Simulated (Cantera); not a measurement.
A closed system holds: 1 mol C₃H₈, 0.15 mol H₂O, 5.3 mol N₂, equilibrated at 1225 °C and 15800 Torr.

Method: chemical equilibrium by Gibbs-energy minimisation in Cantera with the NASA 1993 tables (ideal gas, pure condensed phases). Equilibrium is a limit: real reactors are often held back by kinetics, nucleation or transport.

```
species             before     after
----------------  --------  --------
H₂                   0.417     0.438
N₂                   0.557     0.360
CO                  0.0155     0.187
CH₄                0.00946    0.0105
CO₂                3.42e-6  0.000494
H₂O               0.000237   0.00299
HCN               0.000502  0.000414
NH₃               0.000263  0.000228
C₂H₄               9.34e-6   1.03e-5
C(graphite), mol      2.76    0.0907
```
Gas species are given as mole fractions.

Problem. Which change was made?
(A) N₂ from 5.3 to 2.9 mol
(B) N₂ from 5.3 to 43 mol
(C) H₂O from 0.15 to 2.8 mol
(D) N₂ from 5.3 to 0.74 mol

Solution. C, H₂O from 0.15 to 2.8 mol
